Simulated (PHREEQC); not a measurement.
Dissolve 0.031 mol/kgw KHCO3, 0.004 mol/kgw Na2SO4 and 0.0011 mol/kgw NaCl at 25 °C. Closed to the air; pH follows from the charge balance.

Model: ion-association model, wateq4f.dat, run in PHREEQC.

```json
[
 {"quantity": "pH", "before": "8.16", "after": "9.51"},
 {"quantity": "ionic strength (mol/kgw)", "before": "0.0435", "after": "0.0702"},
 {"quantity": "CO2 (mol/kgw)", "before": "0.000384", "after": "1.71e-5"},
 {"quantity": "CO3-2 (mol/kgw)", "before": "0.000353", "after": "0.00889"},
 {"quantity": "NaHCO3 (mol/kgw)", "before": "0.000104", "after": "9.30e-5"},
 {"quantity": "NaCO3- (mol/kgw)", "before": "2.85e-5", "after": "0.000589"},
 {"quantity": "SI of Nahcolite (NaHCO3)", "before": "-3.18", "after": "-3.23"},
 {"quantity": "SI of Natron (Na2CO3:10H2O)", "before": "-6.72", "after": "-5.46"}
]
```

Q: Name the change that produced these shifts.
A) 0.0095 mol/kgw K2CO3 added
B) NaCl replaced by NaHCO3 at the same molality
C) KHCO3 replaced by Cs2CO3 at the same molality
D) diluted 5-fold with water
E) Na2SO4 left out

A: A, 0.0095 mol/kgw K2CO3 added

No solid was allowed to form.
